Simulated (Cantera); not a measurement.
Cantera run, input and output.

```python
import numpy as np
import cantera as ct

gas = ct.Solution("gri30.yaml")


def delay(T, t_max=10):
    gas.TPX = T, 1000000, {'CH4': 1, 'CO': 1.3, 'O2': 1.89, 'N2': 7.12, 'CO2': 0.87}
    reactor = ct.IdealGasConstPressureReactor(gas, clone=False)
    net = ct.ReactorNet([reactor])
    net.rtol, net.atol = 1e-8, 1e-16
    while net.time < t_max:
        t_old, T_old = net.time, reactor.T
        net.step()
        if reactor.T > T + 400:  # ignition: a rise of 400 K
            return t_old + (T + 400 - T_old) / (reactor.T - T_old) * (net.time - t_old)
    return np.nan


taus = []
for T in [1048, 1123, 1198, 1273, 1348, 1423, 1498, 1573, 1648]:
    taus.append(delay(T))
    print(f"T0 = {T:6g} K   tau = {taus[-1]:.4e} s")
```

Output:

```
T0 =   1048 K   tau = 1.7085e-01 s
T0 =   1123 K   tau = 4.5738e-02 s
T0 =   1198 K   tau = 1.4072e-02 s
T0 =   1273 K   tau = 4.8355e-03 s
T0 =   1348 K   tau = 1.8154e-03 s
T0 =   1423 K   tau = 7.3331e-04 s
T0 =   1498 K   tau = 3.1608e-04 s
T0 =   1573 K   tau = 1.4505e-04 s
T0 =   1648 K   tau = 7.0957e-05 s
```

Model: GRI-Mech 3.0 (53 species, 325 reactions), integrated in Cantera.
